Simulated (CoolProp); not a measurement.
Vapour-liquid equilibrium of R152A (1) + isobutane (2) at 0.13 MPa; x and y are mole fractions of (1).

The numbers come from the multi-fluid Helmholtz-energy mixture model, Outcalt 1996 and Bücker 2006; pair parameters Bell 2016 in CoolProp.

| x | bubble temperature (K) | y at the bubble point | dew temperature at overall composition x (K) | liquid density (mol/L) |
|---|---|---|---|---|
| 0.05 | 262.8 | 0.209 | 266.8 | 10.32 |
| 0.125 | [?] | 0.388 | 264.9 | 10.64 |
| 0.2 | 254.8 | 0.488 | 263.0 | 10.93 |
| 0.275 | 253.0 | 0.549 | 261.0 | 11.23 |
| 0.35 | [?] | 0.589 | 258.9 | 11.52 |
| 0.425 | 251.3 | 0.617 | 256.7 | 11.84 |
| 0.5 | 250.9 | 0.638 | 254.4 | 12.17 |
| 0.575 | 250.7 | 0.656 | 252.3 | [?] |
| 0.65 | 250.6 | 0.674 | 250.7 | 12.92 |
| 0.725 | 250.6 | 0.697 | 250.7 | 13.34 |
| 0.8 | 250.8 | 0.729 | 251.6 | 13.80 |
| 0.875 | 251.4 | 0.782 | 252.8 | 14.28 |
| 0.95 | 252.9 | 0.881 | 254.1 | 14.79 |

Q: Complete the blanks.

A: 
- 0.125, bubble temperature (K): 257.8
- 0.35, bubble temperature (K): 251.9
- 0.575, liquid density (mol/L): 12.53

y crosses x between x = 0.65 and 0.725: the model has an azeotrope there.

The pair parameters rest on a limited set of measurements; away from them the model extrapolates.
